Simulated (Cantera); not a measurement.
**Nb₂O₅ + H₂ (hydrogen reduction and annealing atmospheres)**

Input: 1 mol Nb₂O₅, 6.2 mol H₂, equilibrated at 33.0 Pa.

Method: chemical equilibrium by Gibbs-energy minimisation in Cantera with the NASA 1993 tables (ideal gas, pure condensed phases). Candidate condensed phases: H₂O, Nb, NbO, NbO₂, Nb₂O₅; 12 gas species. Mutual solubility and eutectic melting of coexisting phases are not modelled. Condensed phases not in the tables: the oxides between NbO₂ and Nb₂O₅. Rates play no part.

```json
[
 {"T (K)": "825", "x H₂": "0.999", "x H₂O": "0.00109", "x H": "4.36e-10", "x OH": "<1e-12", "x NbO₂": "<1e-12", "x O": "<1e-12", "n NbO₂(s)": "0.0135", "n Nb₂O₅(s)": "0.993"},
 {"T (K)": "900", "x H₂": "0.998", "x H₂O": "0.00232", "x H": "6.43e-9", "x OH": "<1e-12", "x NbO₂": "<1e-12", "x O": "<1e-12", "n NbO₂(s)": "0.0288", "n Nb₂O₅(s)": "0.986"},
 {"T (K)": "975", "x H₂": "0.996", "x H₂O": "0.00444", "x H": "6.28e-8", "x OH": "<1e-12", "x NbO₂": "<1e-12", "x O": "<1e-12", "n NbO₂(s)": "0.0550", "n Nb₂O₅(s)": "0.972"},
 {"T (K)": "1050", "x H₂": "0.992", "x H₂O": "0.00776", "x H": "4.45e-7", "x OH": "1.11e-11", "x NbO₂": "<1e-12", "x O": "<1e-12", "n NbO₂(s)": "0.0963", "n Nb₂O₅(s)": "0.952"},
 {"T (K)": "1125", "x H₂": "0.987", "x H₂O": "0.0130", "x H": "2.43e-6", "x OH": "1.66e-10", "x NbO₂": "<1e-12", "x O": "<1e-12", "n NbO₂(s)": "0.161", "n Nb₂O₅(s)": "0.920"},
 {"T (K)": "1200", "x H₂": "0.979", "x H₂O": "0.0210", "x H": "1.07e-5", "x OH": "1.84e-9", "x NbO₂": "2.22e-12", "x O": "<1e-12", "n NbO₂(s)": "0.260", "n Nb₂O₅(s)": "0.870"},
 {"T (K)": "1275", "x H₂": "0.968", "x H₂O": "0.0321", "x H": "3.99e-5", "x OH": "1.54e-8", "x NbO₂": "6.33e-11", "x O": "<1e-12", "n NbO₂(s)": "0.398", "n Nb₂O₅(s)": "0.801"},
 {"T (K)": "1350", "x H₂": "0.953", "x H₂O": "0.0466", "x H": "0.000128", "x OH": "1.02e-7", "x NbO₂": "1.23e-9", "x O": "1.28e-11", "n NbO₂(s)": "0.578", "n Nb₂O₅(s)": "0.711"},
 {"T (K)": "1425", "x H₂": "0.935", "x H₂O": "0.0646", "x H": "0.000363", "x OH": "5.49e-7", "x NbO₂": "1.74e-8", "x O": "1.91e-10", "n NbO₂(s)": "0.802", "n Nb₂O₅(s)": "0.599"},
 {"T (K)": "1500", "x H₂": "0.913", "x H₂O": "0.0862", "x H": "0.000926", "x OH": "2.50e-6", "x NbO₂": "1.86e-7", "x O": "2.19e-9", "n NbO₂(s)": "1.07", "n Nb₂O₅(s)": "0.465"},
 {"T (K)": "1575", "x H₂": "0.887", "x H₂O": "0.111", "x H": "0.00215", "x OH": "9.80e-6", "x NbO₂": "1.58e-6", "x O": "2.00e-8", "n NbO₂(s)": "1.38", "n Nb₂O₅(s)": "0.311"},
 {"T (K)": "1650", "x H₂": "0.857", "x H₂O": "0.139", "x H": "0.00463", "x OH": "3.38e-5", "x NbO₂": "1.10e-5", "x O": "1.49e-7", "n NbO₂(s)": "1.72", "n Nb₂O₅(s)": "0.139"},
 {"T (K)": "1725", "x H₂": "0.830", "x H₂O": "0.160", "x H": "0.00931", "x OH": "9.92e-5", "x NbO₂": "6.42e-5", "x O": "8.83e-7", "n NbO₂(s)": "2.00", "n Nb₂O₅(s)": "0"}
]
```
x: gas mole fraction; n: condensed amount in mol.

From 825 K to 1650 K the condensed part is NbO₂(s) + Nb₂O₅(s). At 1725 K the condensed part is NbO₂(s).
